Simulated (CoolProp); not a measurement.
Ethylbenzene along the isobar 46.8 bar: Z from the reference equation and from simpler models built on Tc = 617.1 K, pc = 36.22 bar, ω = 0.304; each cubic takes its own stable root.

Values from CoolProp's reference Helmholtz-energy equation of state, Zhou 2012.

```tsv
T (K)	phase	reference	van der Waals	Peng-Robinson
248.6	liquid	0.2647	0.4602	0.2731
292.3	liquid	0.2347	0.4039	0.2388
336	liquid	0.2134	0.3637	0.2147
379.7	liquid	0.1980	0.3346	0.1978
423.4	liquid	0.1872	0.3137	0.1865
467.2	liquid	0.1802	0.2995	0.1800
510.9	liquid	0.1771	0.2918	0.1791
554.6	liquid	0.1791	0.2916	0.1860
598.3	liquid	0.1919	0.3042	0.2113
```
